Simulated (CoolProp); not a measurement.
Saturated liquid density (kg/m³) of n-perfluoropentane: the reference equation beside estimates from Tc = 147.9 °C, pc = 2.063 MPa, ω = 0.436. Rackett uses Z = 0.29056 − 0.08775 ω.

Computed with CoolProp (reference Helmholtz-energy equation of state, Gao 2022).

```json
[
 {"T (°C)": "38.05", "reference": "1561", "Rackett": "1719", "Redlich-Kwong": "1343", "Peng-Robinson": "1638"},
 {"T (°C)": "47.05", "reference": "1529", "Rackett": "1680", "Redlich-Kwong": "1308", "Peng-Robinson": "1599"},
 {"T (°C)": "55.95", "reference": "1496", "Rackett": "1641", "Redlich-Kwong": "1270", "Peng-Robinson": "1558"},
 {"T (°C)": "64.85", "reference": "1461", "Rackett": "1599", "Redlich-Kwong": "1231", "Peng-Robinson": "1514"},
 {"T (°C)": "73.85", "reference": "1424", "Rackett": "1555", "Redlich-Kwong": "1189", "Peng-Robinson": "1465"},
 {"T (°C)": "82.75", "reference": "1384", "Rackett": "1509", "Redlich-Kwong": "1144", "Peng-Robinson": "1412"},
 {"T (°C)": "91.75", "reference": "1341", "Rackett": "1459", "Redlich-Kwong": "1096", "Peng-Robinson": "1353"},
 {"T (°C)": "100.65", "reference": "1294", "Rackett": "1406", "Redlich-Kwong": "1044", "Peng-Robinson": "1288"},
 {"T (°C)": "109.65", "reference": "1241", "Rackett": "1346", "Redlich-Kwong": "986.6", "Peng-Robinson": "1215"},
 {"T (°C)": "118.55", "reference": "1180", "Rackett": "1280", "Redlich-Kwong": "923.2", "Peng-Robinson": "1131"}
]
```

Absolute difference from the reference over all 10 rows, mean and median: Rackett 9.2 and 9.1 %, Redlich-Kwong 17.3 and 16.9 %, Peng-Robinson 3.0 and 3.3 %.
